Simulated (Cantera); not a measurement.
Cantera run:

```python
import numpy as np
import cantera as ct

gas_names = """
    CL CL2 H HCL H2 Si SiCL SiCL2 SiCL3 SiCL4 SiH SiHCL3 SiH2 SiH2CL2 SiH3 SiH3CL SiH4 Si2 Si3
""".split()
cond_names = """
    Si(cr) Si(L)
""".split()


# ... load() reads the species with a 1 bar reference pressure and builds the phases ...
atoms = {
    'Si': {'Si': 1},
    'HCl': {'H': 1, 'CL': 1},
    'H2': {'H': 2},
}
top_T = {}  # K; cautious upper limits of use, not melting points


# ... equilibrate(T, P, feed) seeds the gas with the atoms and calls Mixture.equilibrate('TP', solver="vcs", rtol=1e-11, max_steps=5000) ...
results = []
feed = {'Si': 1, 'HCl': 2.5, 'H2': 1.9}  # mol
T = 698.15  # K
for P in [1, 4.2, 18, 75, 320, 1300, 5600, 24000, 100000]:
    mix = equilibrate(T, P, feed)
    results.append((T, P, feed, dict(zip(mix.species_names, mix.species_moles))))

top = {s: max(r[3][s] / sum(r[3][g] for g in gas_names) for r in results) for s in gas_names}
cols = sorted((s for s in top if top[s] > 1e-06), key=lambda s: -top[s])[:6]
seen = [c for c in cond_names if any(r[3].get(c, 0) > 1e-12 for r in results)]
print("log10 of partial pressures in bar; condensed amounts in mol")
print(f"{'P/Pa':>10s}" + "".join(f"{s[:9]:>10s}" for s in cols + seen))
for T, P, feed, n in results:
    ng = sum(n[g] for g in gas_names)
    print(f"{P:10.4g}" + "".join(f"{np.log10(max(n[s] / ng * P / 1e5, 1e-99)):10.3f}" for s in cols)
          + "".join(f"{n.get(c, 0):10.4g}" for c in seen))
```

Result:

```
log10 of partial pressures in bar; condensed amounts in mol
      P/Pa        H2     SiCL4    SiHCL3       HCL   SiH2CL2     SiCL3    Si(cr)
         1    -5.081    -5.795    -7.316    -7.263   -10.021    -8.959    0.3754
       4.2    -4.458    -5.174    -6.539    -6.796    -9.088    -8.493     0.372
        18    -3.826    -4.547    -5.752    -6.323    -8.142    -8.023    0.3681
        75    -3.206    -3.934    -4.983    -5.860    -7.216    -7.563    0.3635
       320    -2.577    -3.315    -4.204    -5.391    -6.277    -7.099    0.3575
      1300    -1.969    -2.722    -3.455    -4.939    -5.373    -6.654    0.3499
      5600    -1.337    -2.110    -2.680    -4.469    -4.434    -6.195    0.3395
   2.4e+04    -0.707    -1.509    -1.915    -4.004    -3.504    -5.745    0.3257
     1e+05    -0.090    -0.932    -1.174    -3.552    -2.599    -5.312    0.3084
```

Method: chemical equilibrium by Gibbs-energy minimisation in Cantera with the NASA 1993 tables (ideal gas, pure condensed phases). The tables' values for SiCl3 are old estimates; treat these amounts as uncertain.
